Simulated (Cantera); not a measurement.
A perfectly stirred reactor is fed with 6.98 % H2, 23.3 % O2, 69.8 % N2, equivalence ratio 0.15, at 0.230 bar; it is held at 975 K, and followed from long to short residence time.

Detailed kinetics in Cantera: the H2/O2 subset of GRI-Mech 3.0, which has no nitrogen chemistry. The temperature is held fixed by assumption; the heat of reaction is taken as removed at once.

One state of this run: x H2 = 0.00141; x O2 = 0.205; x OH = 5.12e-5; x HO2 = 1.58e-5; x H2O2 = 1.86e-6; x H = 9.32e-6. x: mole fraction; the columns are a selection and need not sum to one.

Which value of τ (s) does it belong to?
(A) 0.028
(B) 0.085
(C) 0.0091
(D) 0.26

D, 0.26
